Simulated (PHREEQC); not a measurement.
Na2CO3 is added in steps, without added water, to 1 kg of water holding 5.3 mmol/kgw NaHCO3 and 0.15 mmol/kgw KOH, at 88 °C. O2 is buffered at 0.21 atm. No CO2 enters from the air. Solids allowed: Nahcolite, Natron. Others were left out.

Base run: PHREEQC, ion-association model, wateq4f.dat. Each further column changes one thing. The table gives CO3-2 (mol/kgw).

```json
[
 {"Na2CO3 added (mol)": "0", "base": "7.96e-5", "all activity coefficients set to 1": "6.66e-5", "database pitzer.dat": "___", "database phreeqc.dat": "7.86e-5", "Debye-Hückel limiting law": "8.15e-5"},
 {"Na2CO3 added (mol)": "0.00027", "base": "0.000165", "all activity coefficients set to 1": "0.000136", "database pitzer.dat": "0.000254", "database phreeqc.dat": "0.000162", "Debye-Hückel limiting law": "0.000169"},
 {"Na2CO3 added (mol)": "0.000405", "base": "0.000209", "all activity coefficients set to 1": "0.000172", "database pitzer.dat": "0.000331", "database phreeqc.dat": "0.000206", "Debye-Hückel limiting law": "0.000215"},
 {"Na2CO3 added (mol)": "0.000675", "base": "0.000299", "all activity coefficients set to 1": "___", "database pitzer.dat": "0.000489", "database phreeqc.dat": "0.000294", "Debye-Hückel limiting law": "0.000308"},
 {"Na2CO3 added (mol)": "0.000945", "base": "0.000387", "all activity coefficients set to 1": "0.000311", "database pitzer.dat": "0.000653", "database phreeqc.dat": "0.000381", "Debye-Hückel limiting law": "0.000399"},
 {"Na2CO3 added (mol)": "0.00108", "base": "0.000430", "all activity coefficients set to 1": "0.000344", "database pitzer.dat": "0.000737", "database phreeqc.dat": "0.000423", "Debye-Hückel limiting law": "0.000445"},
 {"Na2CO3 added (mol)": "0.00135", "base": "0.000514", "all activity coefficients set to 1": "0.000408", "database pitzer.dat": "0.000906", "database phreeqc.dat": "0.000507", "Debye-Hückel limiting law": "0.000533"},
 {"Na2CO3 added (mol)": "0.00162", "base": "0.000597", "all activity coefficients set to 1": "0.000469", "database pitzer.dat": "0.00108", "database phreeqc.dat": "0.000588", "Debye-Hückel limiting law": "0.000620"},
 {"Na2CO3 added (mol)": "0.001755", "base": "0.000637", "all activity coefficients set to 1": "0.000499", "database pitzer.dat": "___", "database phreeqc.dat": "0.000628", "Debye-Hückel limiting law": "0.000663"},
 {"Na2CO3 added (mol)": "0.002025", "base": "0.000716", "all activity coefficients set to 1": "0.000556", "database pitzer.dat": "0.00134", "database phreeqc.dat": "0.000706", "Debye-Hückel limiting law": "0.000747"},
 {"Na2CO3 added (mol)": "0.002295", "base": "0.000794", "all activity coefficients set to 1": "___", "database pitzer.dat": "0.00152", "database phreeqc.dat": "0.000782", "Debye-Hückel limiting law": "0.000830"},
 {"Na2CO3 added (mol)": "0.00243", "base": "0.000831", "all activity coefficients set to 1": "___", "database pitzer.dat": "___", "database phreeqc.dat": "0.000819", "Debye-Hückel limiting law": "0.000870"},
 {"Na2CO3 added (mol)": "0.0027", "base": "0.000906", "all activity coefficients set to 1": "___", "database pitzer.dat": "0.00179", "database phreeqc.dat": "0.000893", "Debye-Hückel limiting law": "0.000950"}
]
```

Task: Some entries are withheld; supply them.

Result: 
- 0, database pitzer.dat: 0.000112
- 0.000675, all activity coefficients set to 1: 0.000243
- 0.001755, database pitzer.dat: 0.00117
- 0.002295, all activity coefficients set to 1: 0.000611
- 0.00243, all activity coefficients set to 1: 0.000638
- 0.00243, database pitzer.dat: 0.00161
- 0.0027, all activity coefficients set to 1: 0.000689

At this temperature some constants are extrapolated from 25 °C, and those without enthalpy data are left unchanged. pitzer.dat has no redox and few complexes: it carries them in its interaction parameters. phreeqc.dat and wateq4f.dat share most of their constants, so their agreement is no independent check. Solids allowed in the column 'database pitzer.dat': Kalicinite, Nahcolite, Natron, Trona.
